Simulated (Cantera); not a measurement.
What does this Cantera script print?

```python
import numpy as np
import cantera as ct

gas_names = """
    C CN C2 CCN CNC C2N2 C3 C4 C4N2 C5 N N2 Si SiC SiC2 SiN Si2 Si2C Si2N Si3
""".split()
cond_names = """
    C(gr) Si(cr) Si(L) SiC(b) Si3N4(a)
""".split()


# ... load() reads the species with a 1 bar reference pressure and builds the phases ...
atoms = {
    'Si3N4': {'Si': 3, 'N': 4},
    'C': {'C': 1},
    'N2': {'N': 2},
}
top_T = {'C(gr)': 4500, 'SiC(b)': 3050, 'Si3N4(a)': 2400}  # K; cautious upper limits of use, not melting points


# ... equilibrate(T, P, feed) seeds the gas with the atoms and calls Mixture.equilibrate('TP', solver="vcs", rtol=1e-11, max_steps=5000) ...
results = []
feed = {'Si3N4': 1, 'C': 0.15, 'N2': 4.5}  # mol
T = 1800  # K
P = 14000  # Pa
mix = equilibrate(T, P, feed)
results.append((T, P, feed, dict(zip(mix.species_names, mix.species_moles))))
x = sorted(zip(gas.X, gas.species_names), reverse=True)
print(f"T = {T:g} K  P = {P:g} Pa  gas = {mix.phase_moles(0):.4g} mol")
print("   x: " + "  ".join(f"{s} {v:.3e}" for v, s in x if v > 0.001))
print("   condensed (mol): " + ("  ".join(f"{mix.phase(i).name} {mix.phase_moles(i):.4g}"
      for i in range(1, mix.n_phases) if mix.phase_moles(i) > 1e-12) or "none"))
```

Output:

```
T = 1800 K  P = 14000 Pa  gas = 4.6 mol
   x: N2 1.000e+00
   condensed (mol): SiC(b) 0.15  Si3N4(a) 0.95
```

These are equilibrium values from Cantera (NASA tables, ideal gas, pure condensed phases), not measurements of a reactor. Mutual solubility and eutectic melting of coexisting phases are not modelled.
